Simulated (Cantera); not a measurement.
A Cantera script and what it prints.

```python
import numpy as np
import cantera as ct

gas_names = """
    C CN CO CO2 C2 CCN CNC C2N2 C2O C3 C3O2 C4 C4N2 C5 N NCO NO NO2 NO3 N2 N2O O O2 O3 Si SiC SiC2 SiN
    SiO SiO2 Si2 Si2C Si2N Si3
""".split()
cond_names = """
    C(gr) Si(cr) Si(L) SiC(b) SiO2(Lqz) SiO2(hqz) SiO2(L) Si2N2O(s) Si3N4(a)
""".split()


# ... load() reads the species with a 1 bar reference pressure and builds the phases ...
atoms = {
    'SiC': {'Si': 1, 'C': 1},
    'O2': {'O': 2},
    'N2': {'N': 2},
}
top_T = {'C(gr)': 4500, 'SiC(b)': 3050, 'Si2N2O(s)': 2100, 'Si3N4(a)': 2400}  # K; cautious upper limits of use, not melting points


# ... equilibrate(T, P, feed) seeds the gas with the atoms and calls Mixture.equilibrate('TP', solver="vcs", rtol=1e-11, max_steps=5000) ...
results = []
feed = {'SiC': 1, 'O2': 0.047, 'N2': 18}  # mol
P = 77000  # Pa
for T in [1823, 1848, 1873, 1898, 1923, 1948, 1973, 1998, 2023]:
    mix = equilibrate(T, P, feed)
    results.append((T, P, feed, dict(zip(mix.species_names, mix.species_moles))))
    x = sorted(zip(gas.X, gas.species_names), reverse=True)
    print(f"T = {T:g} K  P = {P:g} Pa  gas = {mix.phase_moles(0):.4g} mol")
    print("   x: " + "  ".join(f"{s} {v:.3e}" for v, s in x if v > 1e-05))
    print("   condensed (mol): " + ("  ".join(f"{mix.phase(i).name} {mix.phase_moles(i):.4g}"
          for i in range(1, mix.n_phases) if mix.phase_moles(i) > 1e-12) or "none"))
```

It prints:

```
T = 1823 K  P = 77000 Pa  gas = 18.04 mol
   x: N2 9.954e-01  CO 4.409e-03  SiO 1.555e-04
   condensed (mol): SiC(b) 0.9205  Si2N2O(s) 0.01167  Si3N4(a) 0.01779
T = 1848 K  P = 77000 Pa  gas = 18.04 mol
   x: N2 9.948e-01  CO 4.958e-03  SiO 2.538e-04
   condensed (mol): SiC(b) 0.9106  Si3N4(a) 0.02828
T = 1873 K  P = 77000 Pa  gas = 18.04 mol
   x: N2 9.948e-01  CO 4.854e-03  SiO 3.567e-04
   condensed (mol): SiC(b) 0.9124  Si3N4(a) 0.02703
T = 1898 K  P = 77000 Pa  gas = 18.04 mol
   x: N2 9.948e-01  CO 4.717e-03  SiO 4.925e-04
   condensed (mol): SiC(b) 0.9149  Si3N4(a) 0.02539
T = 1923 K  P = 77000 Pa  gas = 18.05 mol
   x: N2 9.948e-01  CO 4.541e-03  SiO 6.673e-04
   condensed (mol): SiC(b) 0.918  Si3N4(a) 0.02327
T = 1948 K  P = 77000 Pa  gas = 18.05 mol
   x: N2 9.948e-01  CO 4.321e-03  SiO 8.856e-04
   condensed (mol): SiC(b) 0.922  Si3N4(a) 0.02062
T = 1973 K  P = 77000 Pa  gas = 18.06 mol
   x: N2 9.948e-01  CO 4.056e-03  SiO 1.149e-03  Si 1.156e-05
   condensed (mol): SiC(b) 0.9267  Si3N4(a) 0.0174
T = 1998 K  P = 77000 Pa  gas = 18.07 mol
   x: N2 9.948e-01  CO 3.748e-03  SiO 1.455e-03  Si 1.946e-05
   condensed (mol): SiC(b) 0.9323  Si3N4(a) 0.01364
T = 2023 K  P = 77000 Pa  gas = 18.08 mol
   x: N2 9.948e-01  CO 3.404e-03  SiO 1.797e-03  Si 3.231e-05
   condensed (mol): SiC(b) 0.9385  Si3N4(a) 0.009393
```

Equilibrium computed with Cantera from the NASA thermochemical tables; the gas is ideal and each condensed phase is pure. Mutual solubility and eutectic melting of coexisting phases are not modelled.
